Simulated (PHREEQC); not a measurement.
PHREEQC input (ion-association model, phreeqc.dat):

```
SOLUTION 1
  temp 25
  units mol/kgw
  pH 7 charge
END
SELECTED_OUTPUT 1
  -reset false
  -pH true
  -pe true
  -ionic_strength true
  -water true
  -totals Hdg
  -molalities H+ OH-
USER_PUNCH 1
  -headings p_Hdg(g) phi_Hdg(g) p_H2O(g) phi_H2O(g) density
  10 PUNCH PR_P("Hdg(g)"), PR_PHI("Hdg(g)"), PR_P("H2O(g)"), PR_PHI("H2O(g)"), RHO
PRINT
  -reset false
USE solution 1
REACTION_TEMPERATURE 1
  10
GAS_PHASE 1
  -fixed_pressure
  -pressure 5
  -temperature 10
  -volume 20
  Hdg(g) 5
  H2O(g) 0
END
# ... the last block is repeated for the other 8 points of T (°C)
```

Selected output (columns that matter, 9 of 9 rows; T (°C) added in front):

```
T (°C)	pH	mu	Hdg	m_H+	m_OH-	p_Hdg(g)	phi_Hdg(g)	p_H2O(g)	phi_H2O(g)	density
10	7.2649	5.4357e-08	0.0043789	5.4357e-08	5.4357e-08	4.9874	1.0013	0.012612	0.9772	0.99978
20	7.0815	8.2917e-08	0.0040487	8.2917e-08	8.2917e-08	4.9762	1.0013	0.02382	0.97881	0.99828
30	6.9159	1.2142e-07	0.0038184	1.2142e-07	1.2142e-07	4.957	1.0013	0.042971	0.9801	0.99572
40	6.766	1.7149e-07	0.0036597	1.7149e-07	1.7149e-07	4.9256	1.0014	0.074373	0.98104	0.99229
50	6.6302	2.3448e-07	0.0035516	2.3448e-07	2.3448e-07	4.876	1.0014	0.12399	0.98161	0.98811
60	6.5069	3.1143e-07	0.0034767	3.1143e-07	3.1143e-07	4.8002	1.0014	0.19978	0.98174	0.98328
70	6.3951	4.0292e-07	0.0034188	4.0292e-07	4.0292e-07	4.6879	1.0015	0.3121	0.98141	0.97785
80	6.2937	5.09e-07	0.0033606	5.09e-07	5.09e-07	4.526	1.0017	0.474	0.98058	0.97188
90	6.2017	6.2913e-07	0.0032818	6.2913e-07	6.2913e-07	4.2985	1.0021	0.70151	0.97923	0.96541
```

Complexes and solids missing from the database can't appear. At this temperature some constants are extrapolated from 25 °C, and those without enthalpy data are left unchanged.
